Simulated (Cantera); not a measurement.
# Thermodynamics of metals in furnace atmospheres, feed Ti + CO + H2

Input: 1 mol Ti, 6.6 mol CO, a varied amount of H2, at 1750 °C and 10000 Pa.

Equilibrium computed with Cantera from the NASA thermochemical tables; the gas is ideal and each condensed phase is pure. Candidate condensed phases: C, C6H6, C7H8, C8H18, H2O, Ti, TiC, TiO, TiO2, Ti2O3, Ti3O5, Ti4O7; 113 gas species. Mutual solubility and eutectic melting of coexisting phases are not modelled. TiC, TiO: taken at fixed stoichiometry. Condensed phases not in the tables: solid solutions among these carbides, nitrides and lower oxides. Equilibrium is a limit: real reactors are often held back by kinetics, nucleation or transport.

```csv
n(H2) (mol),log p H2,log p CO,log p H,log p H2O,log p CO2,log p TiO,log p Ti,n TiC(s),n Ti2O3(s),n TiO(l)
1.9,-1.62,-1.12,-3.53,-5.03,-5.19,-6.02,-7.24,0.600,0.200,0
2.8,-1.50,-1.17,-3.47,-4.92,-5.26,-6.01,-7.21,0.601,0.200,0
4.1,-1.39,-1.23,-3.42,-4.84,-5.34,-5.99,-7.17,0.601,0.200,0
6,-1.31,-1.30,-3.37,-4.79,-5.45,-5.99,-7.13,0.501,0,0.499
8.9,-1.23,-1.39,-3.34,-4.75,-5.59,-5.99,-7.09,0.502,0,0.498
13,-1.17,-1.50,-3.31,-4.75,-5.74,-5.99,-7.03,0.502,0,0.498
19,-1.12,-1.62,-3.28,-4.76,-5.92,-5.99,-6.98,0.502,0,0.497
29,-1.09,-1.76,-3.26,-4.79,-6.14,-5.99,-6.90,0.503,0,0.497
42,-1.06,-1.90,-3.25,-4.84,-6.35,-5.99,-6.83,0.504,0,0.496
62,-1.04,-2.05,-3.24,-4.90,-6.57,-5.99,-6.76,0.504,0,0.495
```
log p: log10 of the partial pressure in bar; n: condensed amount in mol.

From 1.9 mol H2 to 4.1 mol H2 the condensed part is TiC(s) + Ti2O3(s). From 6 mol H2 to 62 mol H2 the condensed part is TiC(s) + TiO(l). The main Ti-bearing gas is TiO throughout.
